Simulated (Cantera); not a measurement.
An isothermal plug-flow reactor at 575 K and 760 Torr (inlet), inlet velocity 0.074 m/s, active area per volume 450 1/m; feed 0.635 % H2, 18.4 % O2, 80.9 % N2.

Detailed kinetics in Cantera: Deutschmann's 1995 Pt surface mechanism with GRI-Mech 3.0 gas chemistry. Catalytic surfaces can have several steady states; this one follows from the mechanism file's or the stated starting coverage. Mass transfer to the wall is taken as infinitely fast.

x: gas mole fraction; θ: surface coverage.

```
z (m)        x H2   x O2    x H2O  θ free Pt   θ O*  θ OH*
-------  --------  -----  -------  ---------  -----  -----
0.00043   0.00122  0.182  0.00515     0.0107  0.985    [?]
0.00093  0.000627  0.182  0.00574    0.00552  0.991    [?]
0.002    0.000306  0.182  0.00606    0.00272  0.995    [?]
0.0043   0.000144  0.182  0.00623    0.00133  0.997    [?]
0.0093    6.35e-5  0.182  0.00631   0.000691  0.998    [?]
0.02      2.37e-5  0.182  0.00635   0.000426  0.999    [?]
0.043     5.44e-6  0.182  0.00637   0.000329  0.999    [?]
```

Problem. Complete the blanks.

Solution. 
- 0.00043, θ OH*: 0.00423
- 0.00093, θ OH*: 0.00315
- 0.002, θ OH*: 0.00225
- 0.0043, θ OH*: 0.00159
- 0.0093, θ OH*: 0.00115
- 0.02, θ OH*: 0.000905
- 0.043, θ OH*: 0.000797
